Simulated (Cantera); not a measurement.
**Ignition delay**

Mixture: 5.44 % CH4, 0.484 % C2H6, 18.5 % O2, 75.6 % N2, equivalence ratio 0.68, at 14300 Torr, adiabatic and at constant volume. Ignition delay is the time to a rise of 400 K.

Model: GRI-Mech 3.0 (53 species, 325 reactions), integrated in Cantera. The pressure lies above the range GRI-Mech 3.0 was tuned for (to about 10 atm).

```json
[
 {"T0 (K)": "1250", "delay (ms)": "0.386"},
 {"T0 (K)": "1300", "delay (ms)": "0.223"},
 {"T0 (K)": "1350", "delay (ms)": "0.134"},
 {"T0 (K)": "1400", "delay (ms)": "0.0838"},
 {"T0 (K)": "1450", "delay (ms)": "0.0536"},
 {"T0 (K)": "1500", "delay (ms)": "0.0351"},
 {"T0 (K)": "1550", "delay (ms)": "0.0234"},
 {"T0 (K)": "1600", "delay (ms)": "0.0159"},
 {"T0 (K)": "1650", "delay (ms)": "0.0110"}
]
```

```
Quantity                                                Result
--------------------------------------------------  ----------
apparent activation energy between 1550 and 1650 K  160 kJ/mol
```
